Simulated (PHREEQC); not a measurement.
Make-up at 25 °C: 0.0044 mol KOH, 0.27 mol Fe(NO3)3 and 0.0082 mol CO2 per kg of water. Closed to the air; pH follows from the charge balance.

Model: ion-association model, phreeqc.dat, run in PHREEQC.

- pH = 1.67
- ionic strength = 1.56 mol/kgw
- activity of water = 0.981
- total alkalinity = -536 meq/kg

| species | molality | activity | log γ |
|---|---|---|---|
| NO3- | 0.810 | 0.420 | -0.286 |
| Fe+3 | 0.236 | 0.0142 | -1.222 |
| H+ | 0.0294 | 0.0215 | -0.136 |
| FeOH+2 | 0.0285 | 0.00417 | -0.835 |
| CO2 | 0.00820 | 0.0118 | 0.156 |
| K+ | 0.00440 | 0.00254 | -0.238 |

This is a speciation only: nothing precipitates in the calculation. Examples of supersaturated solids here: Hematite (slow to form), Goethite (slow to form). Others may be too. Ionic strength above about 0.7 mol/kgw puts this run outside the model's range.
